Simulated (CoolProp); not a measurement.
Vapour-liquid equilibrium of carbon dioxide (1) + isopentane (2) at -2.05 °C; x and y are mole fractions of (1).

Computed with CoolProp (multi-fluid Helmholtz-energy mixture model, Span 1996 and Lemmon 2006; pair parameters Kunz 2012).

### Question
Give the bubble pressure and the first vapour's composition at x = 0.05, 0.5, 0.95. Is there an azeotrope?

### Answer
x = 0.05: 0.2626 MPa, y = 0.877; x = 0.5: 1.840 MPa, y = 0.981; x = 0.95: 3.074 MPa, y = 0.997. No azeotrope shows between x = 0.05 and 0.95.

The pair parameters rest on a limited set of measurements; away from them the model extrapolates. The gap from Raoult's law changes sign with composition, which may be real or a fault of the pair parameters; it wasn't checked against measurements.
